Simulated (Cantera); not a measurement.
Cantera run:

```python
import numpy as np
import cantera as ct

gas_names = """
    Cu CuO Cu2 H HNO HNO2 HNO3 HO2 H2 H2O H2O2 N NH NH2 NH3 NH2OH NO NO2 NO3 N2 N2H2 N2H4 N2O O OH O2 O3
""".split()
cond_names = """
    Cu(cr) Cu(L) CuO(s) CuO2H2(s) Cu2O(s) Cu2O(L) H2O(s) H2O(L)
""".split()


# ... load() reads the species with a 1 bar reference pressure and builds the phases ...
atoms = {
    'CuO': {'Cu': 1, 'O': 1},
    'H2': {'H': 2},
    'N2': {'N': 2},
}
top_T = {'CuO(s)': 1390}  # K; cautious upper limits of use, not melting points


# ... equilibrate(T, P, feed) seeds the gas with the atoms and calls Mixture.equilibrate('TP', solver="vcs", rtol=1e-11, max_steps=5000) ...
results = []
feed = {'CuO': 1, 'H2': 230, 'N2': 94}  # mol
T = 1000  # K
P = 100000  # Pa
mix = equilibrate(T, P, feed)
results.append((T, P, feed, dict(zip(mix.species_names, mix.species_moles))))
x = sorted(zip(gas.X, gas.species_names), reverse=True)
print(f"T = {T:g} K  P = {P:g} Pa  gas = {mix.phase_moles(0):.4g} mol")
print("   x: " + "  ".join(f"{s} {v:.3e}" for v, s in x if v > 1e-06))
print("   condensed (mol): " + ("  ".join(f"{mix.phase(i).name} {mix.phase_moles(i):.4g}"
      for i in range(1, mix.n_phases) if mix.phase_moles(i) > 1e-12) or "none"))
```

It prints:

```
T = 1000 K  P = 100000 Pa  gas = 323.9 mol
   x: H2 7.066e-01  N2 2.901e-01  H2O 3.087e-03  NH3 1.863e-04
   condensed (mol): Cu(cr) 1
```

These are equilibrium values from Cantera (NASA tables, ideal gas, pure condensed phases), not measurements of a reactor.
